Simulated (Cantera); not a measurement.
C2F6 + HCl (fluorocarbon and chlorocarbon gases)

Charge: 1 mol C2F6, 0.43 mol HCl, held at 1.88 Torr.

Cantera equilibrium calculation (NASA polynomials, part measured and part estimated; ideal gas, pure solids and liquids). Candidate condensed phases: C, C6H6, C7H8, C8H18; 118 gas species. The feed counts by its element totals alone. Gases not in the tables: C2F6 and larger saturated fluorocarbons. Rates play no part.

From 925 K to 1625 K the condensed part is C(graphite). The main C-bearing gas is CF4 throughout.

```json
[
 {"T (K)": "925", "x CF4": "0.719", "x HF": "0.120", "x Cl": "0.000546", "x HCl": "0.0966", "x Cl2": "0.0556", "n C(graphite)": "0.556"},
 {"T (K)": "1025", "x CF4": "0.706", "x HF": "0.147", "x Cl": "0.00292", "x HCl": "0.0672", "x Cl2": "0.0682", "n C(graphite)": "0.570"},
 {"T (K)": "1125", "x CF4": "0.694", "x HF": "0.167", "x Cl": "0.0112", "x HCl": "0.0457", "x Cl2": "0.0740", "n C(graphite)": "0.580"},
 {"T (K)": "1225", "x CF4": "0.681", "x HF": "0.179", "x Cl": "0.0323", "x HCl": "0.0303", "x Cl2": "0.0700", "n C(graphite)": "0.588"},
 {"T (K)": "1325", "x CF4": "0.663", "x HF": "0.186", "x Cl": "0.0718", "x HCl": "0.0188", "x Cl2": "0.0541", "n C(graphite)": "0.595"},
 {"T (K)": "1425", "x CF4": "0.644", "x HF": "0.188", "x Cl": "0.122", "x HCl": "0.0105", "x Cl2": "0.0313", "n C(graphite)": "0.599"},
 {"T (K)": "1525", "x CF4": "0.628", "x HF": "0.189", "x Cl": "0.160", "x HCl": "0.00519", "x Cl2": "0.0134", "n C(graphite)": "0.602"},
 {"T (K)": "1625", "x CF4": "0.618", "x HF": "0.189", "x Cl": "0.178", "x HCl": "0.00245", "x Cl2": "0.00490", "n C(graphite)": "0.602"}
]
```
x: gas mole fraction; n: condensed amount in mol.
